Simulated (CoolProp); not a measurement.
Saturation properties of hydrogen chloride (Tc = 324.7 K, pc = 8314 kPa, ω = 0.130).

Computed with CoolProp (reference Helmholtz-energy equation of state, Thol 2018).

```json
[
 {"T (K)": "204.8", "p (kPa)": "239.4", "liquid density (kg/m³)": "1143", "vapour density (kg/m³)": "5.412", "enthalpy of vaporisation (kJ/kg)": "425.0", "liquid cp (kJ/(kg K))": "1.675"},
 {"T (K)": "212.9", "p (kPa)": "345.2", "liquid density (kg/m³)": "1121", "vapour density (kg/m³)": "7.624", "enthalpy of vaporisation (kJ/kg)": "415.0", "liquid cp (kJ/(kg K))": "1.689"},
 {"T (K)": "221", "p (kPa)": "483.7", "liquid density (kg/m³)": "1099", "vapour density (kg/m³)": "10.48", "enthalpy of vaporisation (kJ/kg)": "404.3", "liquid cp (kJ/(kg K))": "1.707"},
 {"T (K)": "229.1", "p (kPa)": "660.8", "liquid density (kg/m³)": "1076", "vapour density (kg/m³)": "14.10", "enthalpy of vaporisation (kJ/kg)": "392.9", "liquid cp (kJ/(kg K))": "1.730"},
 {"T (K)": "237.2", "p (kPa)": "882.8", "liquid density (kg/m³)": "1052", "vapour density (kg/m³)": "18.64", "enthalpy of vaporisation (kJ/kg)": "380.6", "liquid cp (kJ/(kg K))": "1.760"},
 {"T (K)": "245.3", "p (kPa)": "1156", "liquid density (kg/m³)": "1027", "vapour density (kg/m³)": "24.27", "enthalpy of vaporisation (kJ/kg)": "367.3", "liquid cp (kJ/(kg K))": "1.797"},
 {"T (K)": "253.3", "p (kPa)": "1484", "liquid density (kg/m³)": "1000", "vapour density (kg/m³)": "31.13", "enthalpy of vaporisation (kJ/kg)": "353.1", "liquid cp (kJ/(kg K))": "1.844"},
 {"T (K)": "261.4", "p (kPa)": "1881", "liquid density (kg/m³)": "972.3", "vapour density (kg/m³)": "39.67", "enthalpy of vaporisation (kJ/kg)": "337.3", "liquid cp (kJ/(kg K))": "1.906"},
 {"T (K)": "269.5", "p (kPa)": "2351", "liquid density (kg/m³)": "942.1", "vapour density (kg/m³)": "50.19", "enthalpy of vaporisation (kJ/kg)": "320.0", "liquid cp (kJ/(kg K))": "1.987"},
 {"T (K)": "277.6", "p (kPa)": "2903", "liquid density (kg/m³)": "909.5", "vapour density (kg/m³)": "63.23", "enthalpy of vaporisation (kJ/kg)": "300.6", "liquid cp (kJ/(kg K))": "2.097"},
 {"T (K)": "285.7", "p (kPa)": "3546", "liquid density (kg/m³)": "873.7", "vapour density (kg/m³)": "79.60", "enthalpy of vaporisation (kJ/kg)": "278.7", "liquid cp (kJ/(kg K))": "2.255"},
 {"T (K)": "293.8", "p (kPa)": "4291", "liquid density (kg/m³)": "833.4", "vapour density (kg/m³)": "100.6", "enthalpy of vaporisation (kJ/kg)": "253.3", "liquid cp (kJ/(kg K))": "2.497"},
 {"T (K)": "301.8", "p (kPa)": "5138", "liquid density (kg/m³)": "787.2", "vapour density (kg/m³)": "128.1", "enthalpy of vaporisation (kJ/kg)": "223.5", "liquid cp (kJ/(kg K))": "2.909"}
]
```

It boils at 188.2 K under 1 atm.
